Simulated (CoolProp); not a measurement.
Vapour-liquid equilibrium of R22 (1) + R114 (2) at 61.55 °C; x and y are mole fractions of (1).

Values from CoolProp's multi-fluid Helmholtz-energy mixture model, Kamei 1995 and Platzer 1990; pair parameters Bell 2016. This equation is an older, rougher fit; its heat capacities, sound speeds and derivatives of the liquid may be far off and weren't checked against measurements.

```csv
x,bubble pressure (MPa),y at the bubble point,dew pressure at overall composition x (MPa),liquid density (mol/L)
0.05,(withheld),0.190,0.6328,7.925
0.2,1.068,0.478,0.7427,8.328
0.35,1.346,0.624,0.8925,8.782
0.5,(withheld),(withheld),(withheld),9.302
0.65,1.859,0.814,1.406,(withheld)
0.8,2.126,0.895,(withheld),10.62
0.95,2.410,(withheld),2.322,(withheld)
```

Problem. Fill in the missing entries.

Solution. 
- 0.05, bubble pressure (MPa): 0.7345
- 0.5, bubble pressure (MPa): 1.603
- 0.5, y at the bubble point: 0.727
- 0.5, dew pressure at overall composition x (MPa): 1.104
- 0.65, liquid density (mol/L): 9.907
- 0.8, dew pressure at overall composition x (MPa): 1.816
- 0.95, y at the bubble point: 0.974
- 0.95, liquid density (mol/L): 11.49

No azeotrope shows between x = 0.05 and 0.95.

The pair parameters rest on a limited set of measurements; away from them the model extrapolates.
